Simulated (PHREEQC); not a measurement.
Solution (70 °C): 1.9 mol K2CO3 and 0.0017 mol Na2B4O7 per kg of water. Closed to the air; pH follows from the charge balance.

The numbers come from PHREEQC with the Pitzer model, pitzer.dat.

Precipitation was switched off in this run.

Problem. Predict the pH.

Solution. pH 11.45.

Problem. In which forms is C present?

Solution. CO3-2 99 %, HCO3- 1.5 % of the C.

Complexes and solids missing from the database can't appear. In brines, pH and single-ion activities rest on the MacInnes convention. Away from 25 °C the constants follow the database's enthalpies or fits; those with neither stay at their 25 °C values.
